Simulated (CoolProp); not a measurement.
Properties of octamethylcyclotetrasiloxane (D4) along the isotherm 208.45 °C.

Model: reference Helmholtz-energy equation of state, Thol 2015, in CoolProp.

```tsv
p (kPa)	phase	Z	cp (kJ/(kg K))	isothermal compressibility (1/MPa)	expansivity (1/kK)
21.3	gas	0.9883	1.757	47.51	2.168
35.9	gas	0.9801	1.760	28.43	2.235
60.7	gas	0.9659	1.764	17.07	2.357
102	gas	0.9414	1.772	10.45	2.586
173	gas	0.8962	1.788	6.526	3.084
292	liquid	0.03015	2.084	0.01156	2.244
492	liquid	0.05068	2.081	0.01123	2.205
830	liquid	0.08519	2.077	0.01073	2.144
1400	liquid	0.1428	2.070	0.009980	2.053
2370	liquid	0.2396	2.060	0.008947	1.923
3990	liquid	0.3980	2.048	0.007667	1.756
6740	liquid	0.6597	2.034	0.006222	1.558
```
